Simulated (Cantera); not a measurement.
# borazine + O₂ + N₂ (boron, boron nitride and boron oxide)

Charge: 1 mol borazine, 0.15 mol O₂, 1.2 mol N₂, held at 1450 °C.

Method: chemical equilibrium by Gibbs-energy minimisation in Cantera with the NASA 1993 tables (ideal gas, pure condensed phases). Candidate condensed phases: B, BN, B₂O₃, B₃O₃H₃, H₂O; 39 gas species. The feed counts by its element totals alone. Mutual solubility and eutectic melting of coexisting phases are not modelled. The numbers say what is thermodynamically allowed, not how fast it happens.

From 0.000100 bar to 0.0720 bar the condensed part is BN(s). From 0.270 bar to 1.00 bar the condensed part is BN(s) + B₂O₃(l). The main B-bearing gas is HBO at 0.000100 bar and HBO₂ at 1.00 bar. The share of B in condensed phases is highest at 1.00 bar (98.1 %) and lowest at 0.000100 bar (90.0 %).

| P (Pa) | x H₂ | x N₂ | x HBO | x BO | x H | x HBO₂ | n BN(s) | n B₂O₃(l) |
|---|---|---|---|---|---|---|---|---|
| 10 | 0.633 | 0.296 | 0.0338 | 0.0151 | 0.0145 | 0.000106 | 2.70 | 0 |
| 37 | 0.640 | 0.297 | 0.0362 | 0.00835 | 0.00758 | 0.000450 | 2.71 | 0 |
| 140 | 0.647 | 0.298 | 0.0346 | 0.00408 | 0.00392 | 0.00154 | 2.72 | 0 |
| 520 | 0.655 | 0.297 | 0.0286 | 0.00174 | 0.00205 | 0.00391 | 2.74 | 0 |
| 1900 | 0.662 | 0.296 | 0.0209 | 0.000661 | 0.00108 | 0.00755 | 2.77 | 0 |
| 7200 | 0.667 | 0.295 | 0.0137 | 0.000222 | 0.000555 | 0.0122 | 2.80 | 0 |
| 27000 | 0.677 | 0.297 | 0.00692 | 5.75e-5 | 0.000289 | 0.0117 | 2.81 | 0.0340 |
| 100000 | 0.686 | 0.299 | 0.00291 | 1.25e-5 | 0.000151 | 0.00759 | 2.82 | 0.0642 |
x: gas mole fraction; n: condensed amount in mol.
